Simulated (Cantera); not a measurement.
What does this Cantera script print?

```python
import numpy as np
import cantera as ct

gas_names = [...]  # 87 gases of nasa_gas.yaml made of C, H, Si
cond_names = """
    C(gr) C6H6(L) C7H8(L) C8H18(L),n-octa Si(cr) Si(L) SiC(b)
""".split()


# ... load() reads the species with a 1 bar reference pressure and builds the phases ...
atoms = {
    'SiC': {'Si': 1, 'C': 1},
    'H2': {'H': 2},
}
top_T = {'C(gr)': 4500, 'SiC(b)': 3050}  # K; cautious upper limits of use, not melting points


# ... equilibrate(T, P, feed) seeds the gas with the atoms and calls Mixture.equilibrate('TP', solver="vcs", rtol=1e-11, max_steps=5000) ...
results = []
T = 1400  # K
P = 101325  # Pa
for m in [1.2, 1.4, 1.6, 1.9, 2.2, 2.5, 2.9, 3.4, 3.9, 4.6, 5.3]:
    feed = {'SiC': 1, 'H2': m}  # mol
    mix = equilibrate(T, P, feed)
    results.append((T, P, feed, dict(zip(mix.species_names, mix.species_moles))))

top = {s: max(r[3][s] / sum(r[3][g] for g in gas_names) for r in results) for s in gas_names}
cols = sorted((s for s in top if top[s] > 0.001), key=lambda s: -top[s])[:8]
seen = [c for c in cond_names if any(r[3].get(c, 0) > 1e-12 for r in results)]
print("log10 of partial pressures in bar; condensed amounts in mol")
print(f"{'n(H2)':>10s}" + "".join(f"{s[:9]:>10s}" for s in cols + seen))
for T, P, feed, n in results:
    ng = sum(n[g] for g in gas_names)
    print(f"{feed['H2']:10.4g}" + "".join(f"{np.log10(max(n[s] / ng * P / 1e5, 1e-99)):10.3f}" for s in cols)
          + "".join(f"{n.get(c, 0):10.4g}" for c in seen))
```

It prints:

```
log10 of partial pressures in bar; condensed amounts in mol
     n(H2)        H2    Si(cr)    SiC(b)
       1.2     0.006 2.363e-05         1
       1.4     0.006 2.757e-05         1
       1.6     0.006 3.151e-05         1
       1.9     0.006 3.742e-05         1
       2.2     0.006 4.333e-05         1
       2.5     0.006 4.924e-05    0.9999
       2.9     0.006 5.711e-05    0.9999
       3.4     0.006 6.696e-05    0.9999
       3.9     0.006 7.681e-05    0.9999
       4.6     0.006 9.059e-05    0.9999
       5.3     0.006 0.0001044    0.9999
```

These are equilibrium values from Cantera (NASA tables, ideal gas, pure condensed phases), not measurements of a reactor. Mutual solubility and eutectic melting of coexisting phases are not modelled.
